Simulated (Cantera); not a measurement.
**Thermodynamics of boron, boron nitride and boron oxide, feed B2O3 + H2O + NH3**

Input: 1 mol B2O3, 0.056 mol H2O, 0.37 mol NH3, at 100000 Pa.

Cantera equilibrium calculation (NASA polynomials, part measured and part estimated; ideal gas, pure solids and liquids). Candidate condensed phases: B, BN, B2O3, B3O3H3, H2O; 39 gas species. The numbers say what is thermodynamically allowed, not how fast it happens.

```csv
T (°C),log p H2,log p B2O3,log p N2,log p HBO2,log p HBO,log p H2O,log p B2O2,n B2O3(l)
1627,-0.18,-1.89,-0.66,-1.15,-2.29,-1.46,-3.88,0.957
1652,-0.19,-1.76,-0.66,-1.12,-2.17,-1.50,-3.67,0.950
1677,-0.19,-1.63,-0.67,-1.08,-2.06,-1.54,-3.46,0.940
1702,-0.20,-1.51,-0.67,-1.05,-1.96,-1.59,-3.26,0.929
1727,-0.21,-1.39,-0.68,-1.02,-1.85,-1.63,-3.06,0.914
1752,-0.22,-1.27,-0.69,-0.99,-1.76,-1.67,-2.87,0.895
1777,-0.24,-1.15,-0.70,-0.96,-1.66,-1.72,-2.68,0.871
1802,-0.26,-1.04,-0.71,-0.93,-1.58,-1.76,-2.51,0.840
1827,-0.29,-0.93,-0.73,-0.91,-1.50,-1.81,-2.34,0.799
1852,-0.32,-0.82,-0.76,-0.88,-1.43,-1.85,-2.19,0.744
1877,-0.36,-0.72,-0.79,-0.86,-1.37,-1.89,-2.04,0.668
1902,-0.41,-0.61,-0.83,-0.84,-1.33,-1.94,-1.91,0.562
1927,-0.49,-0.51,-0.88,-0.83,-1.30,-2.00,-1.79,0.407
```
log p: log10 of the partial pressure in bar; n: condensed amount in mol.

From 1627 °C to 1927 °C the condensed part is B2O3(l). The main B-bearing gas is HBO2 at 1627 °C and B2O3 at 1927 °C. The share of B in condensed phases is highest at 1627 °C (95.7 %) and lowest at 1927 °C (40.7 %).
